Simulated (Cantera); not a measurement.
An adiabatic, constant-pressure homogeneous reactor starts with CH₄ : O₂ : N₂ : H₂O = 1 : 1.18 : 4.42 : 0.14 (molar parts), at 1273 K and 10.0 bar. Integrator tolerance rtol = 1e-08.

Computed with Cantera and GRI-Mech 3.0 (53 species, 325 reactions).

Q: What does this change do: 0.57 parts CO2 added?

A: 
```json
[
 {"quantity": "time of steepest temperature rise", "before": "2.69 ms", "after": "3.03 ms"},
 {"quantity": "temperature at 6.00 s", "before": "2510 K", "after": "2376 K"},
 {"quantity": "equilibrium temperature", "before": "2510 K", "after": "2376 K"},
 {"quantity": "x(CH₄) at 6.00 s", "before": "2.53e-10 (gas-phase equilibrium 2.85e-10)", "after": "1.30e-10 (gas-phase equilibrium 1.44e-10)"},
 {"quantity": "x(O₂) at 6.00 s", "before": "9.48e-6 (gas-phase equilibrium 9.48e-6)", "after": "7.63e-6 (gas-phase equilibrium 7.63e-6)"},
 {"quantity": "x(H₂O) at 6.00 s", "before": "0.171 (gas-phase equilibrium 0.171)", "after": "0.192 (gas-phase equilibrium 0.192)"},
 {"quantity": "x(HO₂) at 6.00 s", "before": "1.88e-8 (gas-phase equilibrium 1.88e-8)", "after": "1.18e-8 (gas-phase equilibrium 1.18e-8)"},
 {"quantity": "x(C₂H₄) at 6.00 s", "before": "<1e-12 (gas-phase equilibrium <1e-12)", "after": "<1e-12 (gas-phase equilibrium <1e-12)"},
 {"quantity": "x(C₂H₂) at 6.00 s", "before": "<1e-12 (gas-phase equilibrium <1e-12)", "after": "<1e-12 (gas-phase equilibrium <1e-12)"}
]
```
